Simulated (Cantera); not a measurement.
A closed system holds: 1 mol Mg(OH)2, 0.039 mol CO2, a varied amount of H2, equilibrated at 1448 K and 3100 Pa.

Method: chemical equilibrium by Gibbs-energy minimisation in Cantera with the NASA 1993 tables (ideal gas, pure condensed phases). Candidate condensed phases: C, C6H6, C7H8, C8H18, H2O, Mg, MgCO3, MgO, Mg(OH)2; 116 gas species. Equilibrium is a limit: real reactors are often held back by kinetics, nucleation or transport.

x: gas mole fraction; n: condensed amount in mol.

```tsv
n(H2) (mol)	x H2O	x H2	x CO2	x CO	x H	x OH	n MgO(s)
0.012	0.952	0.0105	0.0362	0.000943	(withheld)	1.16e-5	1.00
0.019	0.947	0.0165	0.0354	0.00146	(withheld)	9.18e-6	1.00
0.032	0.936	0.0275	0.0340	0.00237	(withheld)	7.03e-6	1.00
0.053	0.919	0.0448	0.0320	0.00370	(withheld)	5.41e-6	1.00
0.087	0.894	0.0717	0.0291	0.00554	(withheld)	4.16e-6	1.00
0.14	0.856	0.111	0.0253	0.00778	(withheld)	3.20e-6	1.00
0.23	0.798	0.171	0.0204	0.0103	(withheld)	2.41e-6	1.00
0.39	0.712	0.260	0.0146	0.0127	(withheld)	1.74e-6	1.00
0.64	0.609	0.367	0.00956	0.0137	(withheld)	1.25e-6	1.00
1	0.504	0.477	0.00589	0.0132	(withheld)	9.09e-7	1.00
1.7	0.376	0.609	0.00294	0.0113	(withheld)	6.01e-7	1.00
2.8	0.269	0.721	0.00138	0.00878	4.44e-5	3.95e-7	1.00
```

Question: Complete the blanks.

Answer: 
- 0.012, x H: 5.36e-6
- 0.019, x H: 6.72e-6
- 0.032, x H: 8.68e-6
- 0.053, x H: 1.11e-5
- 0.087, x H: 1.40e-5
- 0.14, x H: 1.74e-5
- 0.23, x H: 2.16e-5
- 0.39, x H: 2.67e-5
- 0.64, x H: 3.17e-5
- 1, x H: 3.62e-5
- 1.7, x H: 4.09e-5
